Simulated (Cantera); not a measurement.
An isothermal, constant-pressure homogeneous reactor starts with H₂ : O₂ = 0.037 : 1 (molar parts), equivalence ratio 0.018, at 1198 K and 19.5 Torr.

Computed with Cantera and the H2/O2 subset of GRI-Mech 3.0, which has no nitrogen chemistry. Radical loss at walls, strong at low pressure, is not modelled. The temperature is held fixed by assumption; the heat of reaction is taken as removed at once.

One state of this run: x H₂ = 3.27e-9; x O₂ = 0.964; x HO₂ = 9.40e-9; x H₂O = 0.0363; x H = 7.87e-11. x: mole fraction; the columns are a selection and need not sum to one.

Which value of t (s) does it belong to?
(A) 0.0152
(B) 2.08e-5
(C) 57.7
(D) 11.1

C, 57.7
